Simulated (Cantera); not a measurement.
What does this Cantera script print?

```python
import numpy as np
import cantera as ct

gas_names = """
    H HO2 H2 H2O H2O2 O OH O2 O3 Si SiH SiH2 SiH3 SiH4 SiO SiO2 Si2 Si3
""".split()
cond_names = """
    H2O(s) H2O(L) Si(cr) Si(L) SiO2(Lqz) SiO2(hqz) SiO2(L)
""".split()


# ... load() reads the species with a 1 bar reference pressure and builds the phases ...
atoms = {
    'Si2H6': {'Si': 2, 'H': 6},
    'O3': {'O': 3},
    'H2': {'H': 2},
}
top_T = {}  # K; cautious upper limits of use, not melting points


# ... equilibrate(T, P, feed) seeds the gas with the atoms and calls Mixture.equilibrate('TP', solver="vcs", rtol=1e-11, max_steps=5000) ...
results = []
feed = {'Si2H6': 1, 'O3': 6.3, 'H2': 0.28}  # mol
P = 100000  # Pa
for T in [1000, 1100, 1200, 1300, 1400, 1500, 1600, 1700, 1800, 1900, 2000, 2100]:
    mix = equilibrate(T, P, feed)
    results.append((T, P, feed, dict(zip(mix.species_names, mix.species_moles))))

top = {s: max(r[3][s] / sum(r[3][g] for g in gas_names) for r in results) for s in gas_names}
cols = sorted((s for s in top if top[s] > 0.0001), key=lambda s: -top[s])[:9]
seen = [c for c in cond_names if any(r[3].get(c, 0) > 1e-12 for r in results)]
print("log10 of partial pressures in bar; condensed amounts in mol")
print(f"{'T/K':>10s}" + "".join(f"{s[:9]:>10s}" for s in cols + seen))
for T, P, feed, n in results:
    ng = sum(n[g] for g in gas_names)
    print(f"{T:10.4g}" + "".join(f"{np.log10(max(n[s] / ng * P / 1e5, 1e-99)):10.3f}" for s in cols)
          + "".join(f"{n.get(c, 0):10.4g}" for c in seen))
```

It prints:

```
log10 of partial pressures in bar; condensed amounts in mol
       T/K        O2       H2O        OH         O        H2 SiO2(hqz)   SiO2(L)
      1000    -0.194    -0.443    -6.540    -9.901   -10.404         2         0
      1100    -0.194    -0.443    -5.768    -8.700    -9.226         2         0
      1200    -0.194    -0.443    -5.124    -7.698    -8.241         2         0
      1300    -0.194    -0.443    -4.579    -6.849    -7.407         2         0
      1400    -0.194    -0.443    -4.112    -6.121    -6.691         2         0
      1500    -0.194    -0.443    -3.707    -5.489    -6.069         2         0
      1600    -0.195    -0.443    -3.353    -4.936    -5.524         2         0
      1700    -0.195    -0.443    -3.040    -4.447    -5.043         0         2
      1800    -0.195    -0.444    -2.763    -4.012    -4.615         0         2
      1900    -0.195    -0.445    -2.515    -3.623    -4.233         0         2
      2000    -0.196    -0.447    -2.292    -3.273    -3.888         0         2
      2100    -0.197    -0.449    -2.091    -2.956    -3.578         0         2
```

Method: chemical equilibrium by Gibbs-energy minimisation in Cantera with the NASA 1993 tables (ideal gas, pure condensed phases). The feed counts by its element totals alone. The tables hold silica as quartz up to 1696 K and as liquid above; real silica turns to tridymite and cristobalite and melts near 1996 K. Gases not in the tables: Si(OH)4.
